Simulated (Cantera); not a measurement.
Cantera with NASA thermochemical tables; ideal gases at 1 bar, condensed phases pure. Values are per mole of reaction as written; species without (g) are pure solids or liquids, kept so even where they would boil at 1 bar.

Si(CH3)4(g) + 8 CH3(g) = 4 C3H8(g) + SiH4(g)

```tsv
T (K)	ΔH° (kJ)	ΔS° (J/K)	ΔG° (kJ)	log10 K
998	(withheld)	(withheld)	(withheld)	(withheld)
1198	(withheld)	(withheld)	(withheld)	(withheld)
1398	-1272.6	-657.6	-353.3	13.20
1598	-1263.6	-651.6	-222.4	7.27
1798	-1253.9	-645.9	-92.7	2.69
1998	-1243.9	-640.6	36.0	-0.94
2198	-1233.6	-635.6	163.6	-3.89
2398	-1223.2	-631.1	290.2	-6.32
2598	-1212.9	-627.0	416.1	-8.36
2798	-1202.8	-623.2	541.1	-10.10
2998	-1192.8	-619.8	665.4	-11.59
```

### Question
Complete the blanks.

### Answer

- 998, ΔH° (kJ): -1287.7
- 998, ΔS° (J/K): -670.1
- 998, ΔG° (kJ): -618.9
- 998, log10 K: 32.39
- 1198, ΔH° (kJ): -1280.8
- 1198, ΔS° (J/K): -663.9
- 1198, ΔG° (kJ): -485.5
- 1198, log10 K: 21.17
